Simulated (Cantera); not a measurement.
A closed system holds: 1 mol CH3SiCl3, 0.3 mol C3H8, 5.1 mol H2, equilibrated at 1.33 mbar.

Cantera equilibrium calculation (NASA polynomials, part measured and part estimated; ideal gas, pure solids and liquids). Candidate condensed phases: C, C6H6, C7H8, C8H18, Si, SiC; 109 gas species. The feed counts by its element totals alone. The tables' values for SiCl, SiCl3 are old estimates; treat these amounts as uncertain. Gases not in the tables: Si2H6 and higher silanes. Kinetics and transport are ignored.

x: gas mole fraction; n: condensed amount in mol.

```
T (K)        x H2         x H       x HCl        x Cl        x Si     x SiCl2      x SiC2  n C(graphite)  n SiC(s)
-----  ----------  ----------  ----------  ----------  ----------  ----------  ----------  -------------  --------
1598        0.682     0.00120       0.311    0.000435     7.32e-7     0.00511     2.81e-9          0.948     0.951
1673        0.682     0.00258       0.308    0.000907     4.19e-6     0.00667     2.74e-8          0.962     0.937
1748        0.682     0.00517       0.303     0.00177     2.06e-5     0.00843     2.19e-7          0.978     0.920
1823        0.680     0.00978       0.296     0.00325     8.86e-5      0.0103     1.47e-6          0.996     0.901
1898        0.675  (withheld)       0.288  (withheld)  (withheld)  (withheld)  (withheld)           1.02     0.878
1973        0.667      0.0302       0.277     0.00938     0.00117      0.0141     4.27e-5           1.04     0.848
2048        0.651      0.0495       0.263      0.0148     0.00370      0.0157    0.000190           1.08     0.797
2123        0.624      0.0776       0.244      0.0223      0.0107      0.0168    0.000761           1.17     0.687
2198        0.578       0.116       0.218      0.0318      0.0289      0.0169     0.00276           1.38     0.413
2273   (withheld)  (withheld)  (withheld)  (withheld)      0.0563  (withheld)  (withheld)           1.66         0
2348        0.452       0.227       0.173      0.0624      0.0596     0.00625     0.00968           1.58         0
2423        0.388       0.302       0.147      0.0816      0.0588     0.00263      0.0121           1.49         0
2498        0.320       0.386       0.117       0.100      0.0552    0.000999      0.0142           1.39         0
2573        0.251       0.471      0.0879       0.116      0.0503    0.000356      0.0160           1.25         0
```

Question: Some entries are withheld; supply them.

Answer: 
- 2273, x H2: 0.513
- 2273, x H: 0.165
- 2273, x HCl: 0.191
- 2273, x Cl: 0.0443
- 2273, x SiCl2: 0.0131
- 2273, x SiC2: 0.00707
- 1898, x H: 0.0176
- 1898, x Cl: 0.00566
- 1898, x Si: 0.000339
- 1898, x SiCl2: 0.0123
- 1898, x SiC2: 8.50e-6
